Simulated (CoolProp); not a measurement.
Dimethyl carbonate along the isobar 56.5 bar: density (kg/m³) from the reference equation and from simpler models built on Tc = 283.9 °C, pc = 49.09 bar, ω = 0.346; each cubic takes its own stable root.

Computed with CoolProp (reference Helmholtz-energy equation of state, Zhou 2011).

| T (°C) | phase | reference |
|---|---|---|
| 237.15 | liquid | 734.4 |
| 247.15 | liquid | 708.7 |
| 257.05 | liquid | 679.3 |
| 267.05 | liquid | 643.4 |
| 277.05 | liquid | 595.2 |
| 286.95 | supercritical | 514.9 |
| 296.95 | supercritical | 290.0 |
| 306.95 | supercritical | 215.4 |
| 316.85 | supercritical | 186.6 |
| 326.85 | supercritical | 168.8 |

Problem. How far does each simpler model (van der Waals, Redlich-Kwong, Soave-Redlich-Kwong, Peng-Robinson) lie from the reference over these 10 states: mean and median of the absolute difference, and the worst?

Solution. 
- van der Waals: mean 25.0 %, median 33.5 %, worst -38.6 % at 237.15 °C and 56.5 bar
- Redlich-Kwong: mean 14.1 %, median 19.3 %, worst -21.8 % at 277.05 °C and 56.5 bar
- Soave-Redlich-Kwong: mean 12.9 %, median 15.4 %, worst -21.3 % at 286.95 °C and 56.5 bar
- Peng-Robinson: mean 5.3 %, median 4.6 %, worst -13.6 % at 286.95 °C and 56.5 bar
